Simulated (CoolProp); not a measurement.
Saturation properties of methane (Tc = 190.6 K, pc = 4599 kPa, ω = 0.011).

The numbers come from the reference Helmholtz-energy equation of state, Setzmann 1991 in CoolProp.

```csv
T (K),p (kPa),vapour density (kg/m³),enthalpy of vaporisation (kJ/kg),liquid cp (kJ/(kg K)),surface tension (mN/m)
128,325.1,5.335,(withheld),3.633,9.78
131.4,399.2,6.466,468.6,3.676,9.14
134.8,(withheld),(withheld),(withheld),3.725,(withheld)
138.2,583.5,9.272,450.4,3.780,7.89
141.6,695.9,10.99,440.4,3.844,7.27
145,823.2,12.95,429.7,3.917,6.66
148.4,966.6,15.17,418.2,4.002,6.06
151.8,1127,17.71,406.0,4.103,5.47
155.2,1306,20.60,(withheld),4.222,4.89
158.6,1504,23.89,378.5,4.367,4.33
162,1724,27.66,363.0,4.545,3.77
```

### Question
Some entries are withheld; supply them.

### Answer

- 128, enthalpy of vaporisation (kJ/kg): 476.9
- 134.8, p (kPa): 484.9
- 134.8, vapour density (kg/m³): 7.772
- 134.8, enthalpy of vaporisation (kJ/kg): 459.7
- 134.8, surface tension (mN/m): 8.51
- 155.2, enthalpy of vaporisation (kJ/kg): 392.8

It boils at 111.7 K under 1 atm.

Surface tension comes from a separate correlation (Mulero 2012).
